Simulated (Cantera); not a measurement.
Input: 1 mol Ca(OH)₂, 0.036 mol C, 7.1 mol CO₂, held at 725 K and 50.0 mbar.

Equilibrium computed with Cantera from the NASA thermochemical tables; the gas is ideal and each condensed phase is pure. Rates play no part.

```
species               before     after
-------------------  -------  --------
CO₂                    0.855     0.869
H₂O                    0.135     0.122
CO                   0.00462   0.00833
H₂                   0.00547  0.000518
CaCO₃(calcite), mol     1.00         0
CaO(s), mol                0      1.00
```
Gas species are given as mole fractions.

Question: What was changed between the two runs?
(A) CO₂ from 7.1 to 0.065 mol
(B) temperature from 725 K to 1423.15 K
(C) CO₂ from 7.1 to 0.067 mol
(D) temperature from 725 K to 1098.15 K

Answer: B, temperature from 725 K to 1423.15 K
